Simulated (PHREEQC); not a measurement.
## Phosphoric acid bath: speciation

Dissolve 1.4 mmol/kgw KH2PO4 and 9.3 mmol/kgw HF at 25 °C. Closed to the air; pH follows from the charge balance.

All values are PHREEQC results (ion-association model, phreeqc.dat), not measurements.

Each row changes one thing in this solution. No solid was allowed to form.

| case | pH | ionic strength (mol/kgw) | HF (mol/kgw) | F- (mol/kgw) | HF2- (mol/kgw) |
|---|---|---|---|---|---|
| as made | 2.69 | 0.00355 | 0.00679 | 0.00239 | 6.22e-5 |
| HF from 0.0093 to 0.093 mol/kgw | 2.09 | ___ | ___ | 0.00738 | 0.00230 |
| HF from 0.0093 to 0.00837 mol/kgw | 2.72 | 0.00341 | 0.00601 | 0.00225 | ___ |
| KH2PO4 from 0.0014 to 0.00014 mol/kgw | 2.66 | 0.00242 | 0.00693 | 0.00225 | 5.99e-5 |
| KH2PO4 left out | 2.66 | 0.00230 | 0.00694 | ___ | 5.96e-5 |
| KH2PO4 replaced by NaH2PO4 at the same molality | 2.69 | 0.00355 | 0.00679 | 0.00239 | 6.22e-5 |
| temperature from 25 to 85 °C | 2.94 | 0.00261 | 0.00773 | 0.00147 | 4.79e-5 |

Question: Fill in the missing entries.

Answer: 
- HF from 0.0093 to 0.093 mol/kgw, ionic strength (mol/kgw): 0.0103
- HF from 0.0093 to 0.093 mol/kgw, HF (mol/kgw): 0.0810
- HF from 0.0093 to 0.00837 mol/kgw, HF2- (mol/kgw): 5.20e-5
- KH2PO4 left out, F- (mol/kgw): 0.00224

Away from 25 °C the constants follow the database's enthalpies or fits; those with neither stay at their 25 °C values.
